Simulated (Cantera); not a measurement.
An isothermal, constant-pressure homogeneous reactor starts with NH₃ : N₂ = 1 : 0.32 (molar parts), at 1775 K and 9.00 Torr.

Cantera simulation using the gas-phase N/H chemistry of the illustrative SiF4/NH3 mechanism in the Surface Chemkin manual (1991); the numbers are that mechanism's predictions, not measurements. Walls and surfaces, which speed up NH3 decomposition in real reactors, are not modelled.

Question: Predict: x(NH₃) at 30.0 s; x(N) at 30.0 s; x(N₂H₂) at 30.0 s; x(NH) at 30.0 s; x(H₂) at 30.0 s.

Answer: 
| Property | Value |
|---|---|
| x(NH₃) at 30.0 s | 0.105 (gas-phase equilibrium 1.13e-7) |
| x(N) at 30.0 s | 2.68e-7 (gas-phase equilibrium 1.26e-10) |
| x(N₂H₂) at 30.0 s | 3.21e-7 (gas-phase equilibrium <1e-12) |
| x(NH) at 30.0 s | 2.70e-6 (gas-phase equilibrium 1.64e-10) |
| x(H₂) at 30.0 s | 0.556 (gas-phase equilibrium 0.645) |
